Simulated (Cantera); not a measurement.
An isothermal, constant-pressure homogeneous reactor starts with NO : N2 = 1 : 1.7 (molar parts), at 1898 K and 8300 Pa. Integrator tolerance rtol = 1e-08.

Model: GRI-Mech 3.0 (53 species, 325 reactions), integrated in Cantera.

Q: What does this change do: N2 1.7 to 0.26 parts?

A: 
```tsv
quantity	before	after
x(NO) at 2.00 s	0.336 (gas-phase equilibrium 0.00541)	0.658 (gas-phase equilibrium 0.00683)
x(O2) at 2.00 s	0.0171 (gas-phase equilibrium 0.182)	0.0676 (gas-phase equilibrium 0.393)
x(O) at 2.00 s	0.000160 (gas-phase equilibrium 0.000437)	0.000299 (gas-phase equilibrium 0.000642)
x(N2O) at 2.00 s	4.44e-5 (gas-phase equilibrium 8.98e-8)	0.000156 (gas-phase equilibrium 9.74e-8)
x(NO2) at 2.00 s	6.02e-5 (gas-phase equilibrium 3.00e-6)	0.000221 (gas-phase equilibrium 5.55e-6)
x(N2) at 2.00 s	0.647 (gas-phase equilibrium 0.812)	0.274 (gas-phase equilibrium 0.600)
```
